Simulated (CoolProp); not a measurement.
A single-stage vapour-compression cycle with the fluid: evaporating at 328.15 K (dew point), condensing at 389.15 K (bubble point), superheat 10 K, subcooling 2 K, compressor efficiency 0.8, no pressure losses. The same conditions are run with several fluids, on thermodynamics alone (safety and materials aside).

Values from CoolProp's reference Helmholtz-energy equation of state of each fluid (hexamethyldisiloxane (MM): Thol 2016; cyclohexane: Zhou 2014; cis-2-butene: Lemmon 2005; R1224YDZ: Akasaka 2023; R236EA: Rui 2013; propyne: Polt 1992). The equations of Platzer and Polt are older, rougher fits.

```tsv
fluid	cooling COP	pressure ratio	discharge temperature (K)	refrigerating effect (kJ/kg)	volumetric capacity (kJ/m³)
hexamethyldisiloxane (MM)	2.73	7.23	389.1	109	138
cyclohexane	3.43	6.02	390.2	261	(withheld)
cis-2-butene	3.00	(withheld)	401.2	221	(withheld)
R1224YDZ	2.73	4.22	392.0	80.0	1800
R236EA	2.36	4.17	391.2	63.2	2040
propyne	2.60	3.49	419.1	241	5270
```

Task: Complete the blanks.

Result: 
- cyclohexane, volumetric capacity (kJ/m³): 347
- cis-2-butene, pressure ratio: 3.78
- cis-2-butene, volumetric capacity (kJ/m³): 2510

The compression ends wet for: hexamethyldisiloxane (MM).
